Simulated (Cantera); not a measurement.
Feed: 1 mol C6H6, 1.4 mol H2O, 35 mol H2, at 925 K and 1.00 bar.

Cantera equilibrium calculation (NASA polynomials, part measured and part estimated; ideal gas, pure solids and liquids). Candidate condensed phases: C, C6H6, C7H8, C8H18, H2O; 110 gas species. Rates play no part.

Base state: H2 0.811, CH4 0.149, H2O 0.0210, CO 0.0174, CO2 0.000909 (mole fractions); condensed: C(graphite).

Q: What changes in the equilibrium state with this change: H2O from 1.4 to 0.44 mol?

A: 
```tsv
species	before	after
H2	0.811	0.830
CH4	0.149	0.156
H2O	0.0210	0.00716
CO	0.0174	0.00580
CO2	0.000909	0.000101
C(graphite), mol	0.159	0.575
```

Q: What changes in the equilibrium state with this change: temperature from 925 K to 1948.15 K?

A: 
```tsv
species	before	after
H2	0.811	0.964
CO	0.0174	0.0343
H	<1e-9	0.00111
CH4	0.149	0.000454
H2O	0.0210	4.79e-6
C2H2 (acetylene)	<1e-9	0.000520
CO2	0.000909	3.88e-8
C(graphite), mol	0.159	4.54
```

Q: What changes in the equilibrium state with this change: pressure from 1.00 bar to 4.40 mbar?

A: 
```tsv
species	before	after
H2	0.811	0.965
CO	0.0174	0.0341
CH4	0.149	0.000929
H2O	0.0210	0.000215
CO2	0.000909	1.54e-5
C(graphite), mol	0.159	4.57
```
